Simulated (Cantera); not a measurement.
Input (Python, Cantera):

```python
import numpy as np
import cantera as ct

gas = ct.Solution("gri30.yaml")
gas.TPX = 1300, 690000, {'CH3OH': 0.0069, 'O2': 0.0082, 'N2': 1}
inlet = ct.Reservoir(gas, clone=True)

reactor = ct.IdealGasConstPressureReactor(gas, energy="off", clone=False)
exhaust = ct.Reservoir(gas, clone=True)
tau = [17, 4.9, 1.4, 0.42, 0.12, 0.036, 0.011, 0.0031][0]
for a, b in ((inlet, reactor), (reactor, exhaust)):
    ct.MassFlowController(a, b, mdot=lambda t: reactor.mass / tau)
net = ct.ReactorNet([reactor])
show = ['CH3OH', 'O2', 'C2H2', 'H2O', 'C2H4']

rows = []
print(f"{'tau/s':>10s}{'T/K':>9s}" + "".join(f"{s:>11s}" for s in show))
for tau in [17, 4.9, 1.4, 0.42, 0.12, 0.036, 0.011, 0.0031]:
    net.initial_time = 0.0
    net.advance(30 * tau)
    before = gas.X
    net.advance(40 * tau)
    drift = np.max(np.abs(gas.X - before) / (gas.X + 1e-9))
    rows.append([gas.T, *gas[show].X, drift])
    print(f"{tau:10.3e}{gas.T:9.1f}" + "".join(f"{x:11.3e}" for x in gas[show].X))
```

It prints:

```
     tau/s      T/K      CH3OH         O2       C2H2        H2O       C2H4
 1.700e+01   1300.0  1.148e-07  3.378e-06  1.895e-09  1.116e-02  1.165e-10
 4.900e+00   1300.0  2.423e-07  7.086e-06  5.070e-09  1.118e-02  3.699e-10
 1.400e+00   1300.0  5.347e-07  1.557e-05  1.192e-08  1.121e-02  1.164e-09
 4.200e-01   1300.0  1.163e-06  3.375e-05  2.086e-08  1.127e-02  3.117e-09
 1.200e-01   1300.0  2.568e-06  7.434e-05  2.695e-08  1.137e-02  7.145e-09
 3.600e-02   1300.0  5.383e-06  1.555e-04  2.733e-08  1.148e-02  1.352e-08
 1.100e-02   1300.0  1.135e-05  3.259e-04  2.563e-08  1.157e-02  2.408e-08
 3.100e-03   1300.0  2.875e-05  7.817e-04  2.156e-08  1.142e-02  4.056e-08
```

Model: GRI-Mech 3.0 (53 species, 325 reactions), integrated in Cantera. GRI-Mech 3.0 was tuned for natural gas; its chemistry of methanol as a main component is partial and can be far from experiment.
